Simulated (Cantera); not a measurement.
What does this Cantera script print?

```python
import numpy as np
import cantera as ct

gas = ct.Solution("gri30.yaml")
gas.TPX = 523, 72000, {'CH4': 1, 'H2': 0.072, 'O2': 2.1, 'N2': 8.4, 'H2O': 3}
flame = ct.FreeFlame(gas, width=0.05)
flame.set_refine_criteria(ratio=3, slope=0.08, curve=0.16)
flame.transport_model = "mixture-averaged"
flame.solve(loglevel=0, auto=True)
flame.transport_model = "multicomponent"
flame.soret_enabled = True
flame.solve(loglevel=0, refine_grid=True)
z, T = flame.grid, flame.T
thick = (T[-1] - T[0]) / np.gradient(T, z).max()
show = ['CH4', 'H2', 'O2', 'HO2', 'H', 'NO']
print(f"laminar burning velocity  {flame.velocity[0] * 100:.3f} cm/s")
print(f"burnt temperature         {T[-1]:.1f} K")
print(f"thermal thickness         {thick * 1e3:.4f} mm")
print(f"grid points               {len(z)}")
z0 = z[flame.heat_release_rate.argmax()]
print(f"{'z/mm':>9s}{'T/K':>9s}{'u/(m/s)':>9s}" + "".join(f"{s:>11s}" for s in show))
rows = []
for k in (-3, -2, -1.5, -1, -0.5, -0.25, 0, 0.25, 0.5, 1, 2, 4, 8):
    zz = z0 + k * thick
    rows.append([k * thick, np.interp(zz, z, T), np.interp(zz, z, flame.velocity),
                 *(np.interp(zz, z, flame.X[gas.species_index(s)]) for s in show)])
    print(f"{rows[-1][0] * 1e3:9.3f}{rows[-1][1]:9.1f}{rows[-1][2]:9.3f}" + "".join(f"{x:11.3e}" for x in rows[-1][3:]))
```

Output:

```
laminar burning velocity  40.506 cm/s
burnt temperature         1953.5 K
thermal thickness         1.0289 mm
grid points               136
     z/mm      T/K  u/(m/s)        CH4         H2         O2        HO2          H         NO
   -3.087    523.4    0.405  6.857e-02  5.263e-03  1.441e-01  4.549e-08  2.555e-14  1.216e-10
   -2.058    527.0    0.408  6.823e-02  5.830e-03  1.439e-01  5.740e-07  2.531e-12  1.600e-09
   -1.543    539.2    0.418  6.731e-02  6.511e-03  1.434e-01  2.637e-06  5.362e-11  7.788e-09
   -1.029    607.7    0.472  6.305e-02  7.992e-03  1.395e-01  1.705e-05  6.965e-09  6.248e-08
   -0.514    933.9    0.730  4.446e-02  1.149e-02  1.130e-01  7.902e-05  1.018e-05  7.684e-07
   -0.257   1256.5    0.988  2.442e-02  1.408e-02  8.034e-02  9.375e-05  1.551e-04  1.845e-06
    0.000   1572.4    1.241  4.589e-03  1.477e-02  4.148e-02  5.130e-05  1.394e-03  3.527e-06
    0.257   1695.8    1.333  1.375e-04  1.184e-02  2.244e-02  1.134e-05  2.851e-03  5.419e-06
    0.514   1744.2    1.366  2.050e-06  1.055e-02  1.731e-02  7.269e-06  2.802e-03  6.368e-06
    1.029   1800.7    1.405  1.046e-09  9.094e-03  1.392e-02  4.858e-06  1.994e-03  7.187e-06
    2.058   1855.8    1.444  1.653e-14  6.826e-03  1.110e-02  2.853e-06  1.087e-03  7.975e-06
    4.115   1899.4    1.475 -6.242e-16  4.540e-03  8.806e-03  1.486e-06  4.997e-04  8.851e-06
    8.231   1928.2    1.494  3.422e-15  2.816e-03  7.235e-03  7.522e-07  2.146e-04  9.817e-06
```

Cantera simulation using GRI-Mech 3.0 (53 species, 325 reactions); the numbers are that mechanism's predictions, not measurements. Burning velocities carry a grid error of a few per cent, more on coarse grids.
